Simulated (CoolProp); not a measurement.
Saturated liquid density (kg/m³) of fluoroethane (R161): the reference equation beside estimates from Tc = 375.2 K, pc = 5.010 MPa, ω = 0.216. Rackett uses Z = 0.29056 − 0.08775 ω.

Model: reference Helmholtz-energy equation of state, Wu 2012, in CoolProp.

| T (K) | reference | Rackett | van der Waals | Redlich-Kwong | Peng-Robinson |
|---|---|---|---|---|---|
| 284 | 739.4 | 678.4 | 417.4 | 597.3 | 703.2 |
| 293.3 | 721.2 | 660.8 | 406.4 | 577.5 | 681.4 |
| 302.6 | 701.4 | 642.2 | 394.6 | 556.4 | 657.8 |
| 311.9 | 679.8 | 622.4 | 382.1 | 533.8 | 631.9 |
| 321.2 | 656.0 | 601.1 | 368.5 | 509.4 | 603.4 |
| 330.5 | 629.6 | 578.0 | 353.7 | 482.8 | 571.6 |
| 339.8 | 599.8 | 552.1 | 337.2 | 453.3 | 535.6 |
| 349.1 | 565.5 | 522.4 | 318.3 | 419.8 | 494.0 |
| 358.4 | 524.0 | 486.2 | 295.7 | 380.3 | 443.7 |
| 367.7 | 466.2 | 435.5 | 265.5 | 328.6 | 376.8 |

Absolute difference from the reference over all 10 rows, mean and median: Rackett 7.9 and 8.2 %, van der Waals 43.6 and 43.7 %, Redlich-Kwong 23.4 and 22.8 %, Peng-Robinson 9.9 and 8.6 %.
